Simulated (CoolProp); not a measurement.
Vapour-liquid equilibrium of isobutene (1) + acetone (2) at 26.65 °C; x and y are mole fractions of (1).

Model: multi-fluid Helmholtz-energy mixture model, Lemmon 2005 and Lemmon 2006; pair parameters Bell 2016, in CoolProp.

```json
[
 {"x": "0.05", "bubble pressure, mixture model (MPa)": "0.06968", "bubble pressure, Raoult's law (MPa)": "0.04735", "y, mixture model": "0.541", "y, Raoult's law": "0.338"},
 {"x": "0.125", "bubble pressure, mixture model (MPa)": "0.1171", "bubble pressure, Raoult's law (MPa)": "0.06892", "y, mixture model": "0.740", "y, Raoult's law": "0.581"},
 {"x": "0.2", "bubble pressure, mixture model (MPa)": "0.1553", "bubble pressure, Raoult's law (MPa)": "0.09048", "y, mixture model": "0.814", "y, Raoult's law": "0.708"},
 {"x": "0.275", "bubble pressure, mixture model (MPa)": "0.1852", "bubble pressure, Raoult's law (MPa)": "0.1120", "y, mixture model": "0.851", "y, Raoult's law": "0.787"},
 {"x": "0.35", "bubble pressure, mixture model (MPa)": "0.2081", "bubble pressure, Raoult's law (MPa)": "0.1336", "y, mixture model": "0.874", "y, Raoult's law": "0.840"},
 {"x": "0.425", "bubble pressure, mixture model (MPa)": "0.2258", "bubble pressure, Raoult's law (MPa)": "0.1552", "y, mixture model": "0.890", "y, Raoult's law": "0.878"},
 {"x": "0.5", "bubble pressure, mixture model (MPa)": "0.2398", "bubble pressure, Raoult's law (MPa)": "0.1767", "y, mixture model": "0.902", "y, Raoult's law": "0.907"},
 {"x": "0.575", "bubble pressure, mixture model (MPa)": "0.2515", "bubble pressure, Raoult's law (MPa)": "0.1983", "y, mixture model": "0.911", "y, Raoult's law": "0.929"},
 {"x": "0.65", "bubble pressure, mixture model (MPa)": "0.2622", "bubble pressure, Raoult's law (MPa)": "0.2199", "y, mixture model": "0.921", "y, Raoult's law": "0.948"},
 {"x": "0.725", "bubble pressure, mixture model (MPa)": "0.2728", "bubble pressure, Raoult's law (MPa)": "0.2414", "y, mixture model": "0.931", "y, Raoult's law": "0.962"},
 {"x": "0.8", "bubble pressure, mixture model (MPa)": "0.2840", "bubble pressure, Raoult's law (MPa)": "0.2630", "y, mixture model": "0.944", "y, Raoult's law": "0.975"},
 {"x": "0.875", "bubble pressure, mixture model (MPa)": "0.2965", "bubble pressure, Raoult's law (MPa)": "0.2846", "y, mixture model": "0.960", "y, Raoult's law": "0.986"},
 {"x": "0.95", "bubble pressure, mixture model (MPa)": "0.3104", "bubble pressure, Raoult's law (MPa)": "0.3061", "y, mixture model": "0.981", "y, Raoult's law": "0.995"}
]
```

The largest gap from Raoult's law is +71.6 % in bubble pressure, at x = 0.2. No azeotrope shows between x = 0.05 and 0.95.

Pair parameters are fitted to limited data, so mixtures are less certain than the pure fluids. With so large a gap from Raoult's law the liquid may split in two, which this calculation doesn't test in full.
